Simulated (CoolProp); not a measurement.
A simple Rankine cycle with propylene: condensing at 312.15 K, boiler at 3.9 MPa, turbine inlet 395.8 K, turbine efficiency 0.75, pump efficiency 0.8, no recuperator. Each further row changes one setting.

Values from CoolProp's reference Helmholtz-energy equation of state, Lemmon 2013.

```tsv
case	thermal efficiency (%)	net work (kJ/kg)	heat in (kJ/kg)	turbine exit temperature (K)	volume ratio over the turbine
as stated	7.7	32.5	424	353.9	2.51
turbine inlet 415.8 K	7.8	36.8	473	376.2	2.45
condensing temperature 304.15 K	9.0	40.0	446	346.3	3.02
boiler pressure 2.73 MPa	5.0	22.5	453	373.1	1.70
turbine efficiency 0.65	6.5	27.4	424	356.4	2.54
```
